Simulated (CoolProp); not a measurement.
Saturated liquid density (kg/m³) of acetone: the reference equation beside estimates from Tc = 508.1 K, pc = 4692 kPa, ω = 0.307.

The numbers come from the reference Helmholtz-energy equation of state, Lemmon 2006 in CoolProp. It is a short technical equation, of lower accuracy than the large ones.

```json
[
 {"T (K)": "363.4", "reference": "706.7", "Redlich-Kwong": "525.0", "Peng-Robinson": "625.3"},
 {"T (K)": "373.9", "reference": "692.8", "Redlich-Kwong": "512.6", "Peng-Robinson": "612.1"},
 {"T (K)": "384.3", "reference": "___", "Redlich-Kwong": "499.7", "Peng-Robinson": "598.2"},
 {"T (K)": "394.8", "reference": "663.6", "Redlich-Kwong": "485.9", "Peng-Robinson": "583.2"},
 {"T (K)": "405.2", "reference": "648.1", "Redlich-Kwong": "471.6", "Peng-Robinson": "567.2"},
 {"T (K)": "415.7", "reference": "631.5", "Redlich-Kwong": "456.4", "Peng-Robinson": "549.7"},
 {"T (K)": "426.1", "reference": "614.2", "Redlich-Kwong": "___", "Peng-Robinson": "531.0"},
 {"T (K)": "436.6", "reference": "595.5", "Redlich-Kwong": "423.0", "Peng-Robinson": "___"}
]
```

### Question
What belongs in the gaps?

### Answer

- 384.3, reference: 678.6
- 426.1, Redlich-Kwong: 440.3
- 436.6, Peng-Robinson: 510.4

Absolute difference from the reference over all 8 rows, mean and median: Redlich-Kwong 27.1 and 27.0 %, Peng-Robinson 12.6 and 12.3 %.
